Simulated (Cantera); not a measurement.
Charge: 1 mol S, 0.062 mol O₂, at 1475 °C and 0.370 bar.

These are equilibrium values from Cantera (NASA tables, ideal gas, pure condensed phases), not measurements of a reactor. Candidate condensed phases: S; 10 gas species. The numbers say what is thermodynamically allowed, not how fast it happens.

Base state: S₂ 0.870, SO₂ 0.104, SO 0.0137, S₂O 0.0108, S 0.000740 (mole fractions); condensed: gas only.

**Question.** What changes in the equilibrium state with this change: O₂ from 0.062 to 0.03 mol?

**Answer.** 
```csv
species,before,after
S₂,0.870,0.932
SO₂,0.104,0.0495
SO,0.0137,0.00957
S₂O,0.0108,0.00786
S,0.000740,0.000766
```

**Question.** What changes in the equilibrium state with this change: 0.085 mol H₂ added?

**Answer.** 
```csv
species,before,after
S₂,0.870,0.779
H₂O,0,0.0743
SO₂,0.104,0.0579
H₂,0,0.0382
H₂S,0,0.0265
S₂O,0.0108,0.00743
SO,0.0137,0.00990
SH,0,0.00649
H,0,7.35e-5
```
Further candidate phases: H₂O, H₂SO₄.

**Question.** What changes in the equilibrium state with this change: O₂ from 0.062 to 4 mol?

**Answer.** 
```
species    before     after
-------  --------  --------
O₂        1.87e-8     0.750
SO₂         0.104     0.249
SO₃       1.10e-7   0.00166
S₂          0.870     <1e-9
S₂O        0.0108     <1e-9
SO         0.0137   5.14e-6
S        0.000740     <1e-9
O         1.65e-8  0.000105
```
